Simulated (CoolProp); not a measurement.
Hydrogen chloride along the isobar 8.62 MPa: fugacity coefficient from the reference equation and from simpler models built on Tc = 324.7 K, pc = 8.314 MPa, ω = 0.130; each cubic takes its own stable root.

Values from CoolProp's reference Helmholtz-energy equation of state, Thol 2018.

```json
[
 {"T (K)": "188", "phase": "liquid", "reference": "0.01336", "van der Waals": "(withheld)", "Redlich-Kwong": "0.01593"},
 {"T (K)": "216.7", "phase": "liquid", "reference": "0.05083", "van der Waals": "(withheld)", "Redlich-Kwong": "0.06201"},
 {"T (K)": "245.5", "phase": "liquid", "reference": "0.1337", "van der Waals": "0.2812", "Redlich-Kwong": "(withheld)"},
 {"T (K)": "274.2", "phase": "liquid", "reference": "0.2724", "van der Waals": "(withheld)", "Redlich-Kwong": "0.3119"},
 {"T (K)": "302.9", "phase": "liquid", "reference": "0.4622", "van der Waals": "(withheld)", "Redlich-Kwong": "0.5029"},
 {"T (K)": "331.7", "phase": "supercritical", "reference": "(withheld)", "van der Waals": "0.7030", "Redlich-Kwong": "0.6787"},
 {"T (K)": "360.4", "phase": "supercritical", "reference": "0.7424", "van der Waals": "0.7649", "Redlich-Kwong": "0.7542"},
 {"T (K)": "389.1", "phase": "supercritical", "reference": "0.7979", "van der Waals": "0.8083", "Redlich-Kwong": "0.8060"},
 {"T (K)": "417.8", "phase": "supercritical", "reference": "0.8384", "van der Waals": "0.8414", "Redlich-Kwong": "0.8447"},
 {"T (K)": "446.6", "phase": "supercritical", "reference": "0.8693", "van der Waals": "0.8676", "Redlich-Kwong": "(withheld)"},
 {"T (K)": "475.3", "phase": "supercritical", "reference": "0.8935", "van der Waals": "0.8886", "Redlich-Kwong": "(withheld)"},
 {"T (K)": "504", "phase": "supercritical", "reference": "0.9128", "van der Waals": "0.9058", "Redlich-Kwong": "0.9164"}
]
```

Question: Some entries are withheld; supply them.

Answer: 
- 188, van der Waals: 0.08207
- 216.7, van der Waals: 0.1659
- 245.5, Redlich-Kwong: 0.1596
- 274.2, van der Waals: 0.4197
- 302.9, van der Waals: 0.5696
- 331.7, reference: 0.6581
- 446.6, Redlich-Kwong: 0.8745
- 475.3, Redlich-Kwong: 0.8978
